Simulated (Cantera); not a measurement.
Input: 1 mol Si2Cl6, 1.8 mol NH3, 48 mol N2, at 2000 K and 0.00133 bar.

These are equilibrium values from Cantera (NASA tables, ideal gas, pure condensed phases), not measurements of a reactor. Candidate condensed phases: NH4Cl, Si, Si3N4; 28 gas species. The feed counts by its element totals alone. The tables' values for SiCl, SiCl3, SiN are old estimates; treat these amounts as uncertain. Rates play no part.

Q: What is the equilibrium state?

A: 
```json
{
  "x(N2)": "0.883",
  "x(HCl)": "0.0409",
  "x(SiCl2)": "0.0285",
  "x(H2)": "0.0248",
  "x(Cl)": "0.00861",
  "x(H)": "0.00701",
  "x(Si)": "0.00578",
  "x(SiCl)": "0.00163",
  "x(SiCl3)": "6.21e-5",
  "gas_amount": "55.40 mol",
  "log10 activity of Si(l) (absent)": "-0.75"
}
```
